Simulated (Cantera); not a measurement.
Input: 1 mol Si, 0.59 mol Cl₂, 11 mol N₂, at 17.0 Pa.

Method: chemical equilibrium by Gibbs-energy minimisation in Cantera with the NASA 1993 tables (ideal gas, pure condensed phases). Candidate condensed phases: Si, Si₃N₄; 13 gas species. N₂ is the only nitrogen source here; it is nearly inert below about 1500 K, so the nitride shown seldom forms there in practice. Rates play no part.

What share of the Si ends up in condensed phases as a function of T (K), at 823, 873, 923, 973, 1023, 1073, 1123, 1173, 1223?


| T (K) | Si condensed (%) | as |
|---|---|---|
| 823 | 70.5 | Si₃N₄(s) |
| 873 | 70.5 | Si₃N₄(s) |
| 923 | 70.5 | Si₃N₄(s) |
| 973 | 70.5 | Si₃N₄(s) |
| 1023 | 70.4 | Si₃N₄(s) |
| 1073 | 70.0 | Si₃N₄(s) |
| 1123 | 69.0 | Si₃N₄(s) |
| 1173 | 66.3 | Si₃N₄(s) |
| 1223 | 60.2 | Si₃N₄(s) |
